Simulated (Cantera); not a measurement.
Mixture: 9.72 % CH4, 1.75 % C2H6, 0.593 % C3H8, 23.8 % O2, 64.1 % N2, equivalence ratio 1.2, at 615 Torr, adiabatic and at constant volume. Ignition delay is the time to a rise of 400 K.

Model: GRI-Mech 3.0 (53 species, 325 reactions), integrated in Cantera.

**Question.** Predict: delay at 1050 K; delay at 1200 K; delay at 1350 K; delay at 1500 K; delay at 1650 K; apparent activation energy between 1575 and 1725 K.

**Answer.** 
```
Item                                                    Result
--------------------------------------------------  ----------
delay at 1050 K                                        31.5 ms
delay at 1200 K                                        2.71 ms
delay at 1350 K                                       0.453 ms
delay at 1500 K                                       0.115 ms
delay at 1650 K                                        41.4 µs
apparent activation energy between 1575 and 1725 K  130 kJ/mol
```
